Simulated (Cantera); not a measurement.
Ignition delay

Mixture: CO : H₂ : CH₄ : O₂ : N₂ = 1 : 0.44 : 3.8 : 3.2 : 12 (molar parts), equivalence ratio 2.6, at 1.01 bar, adiabatic and at constant pressure. Ignition delay is the time to a rise of 400 K.

Model: GRI-Mech 3.0 (53 species, 325 reactions), integrated in Cantera. Below about 1000 K GRI-Mech 3.0 lacks low-temperature oxidation paths. Below about 950 K walls govern HO2 and H2O2 in real vessels.

```
T0 (K)  delay (ms)
------  ----------
850           1980
900            865
950            505
1000           305
1050           179
1100           101
1150          56.5
1200          31.3
1250          17.4
```

```
Item                                                    Result
--------------------------------------------------  ----------
apparent activation energy between 1150 and 1250 K  140 kJ/mol
```
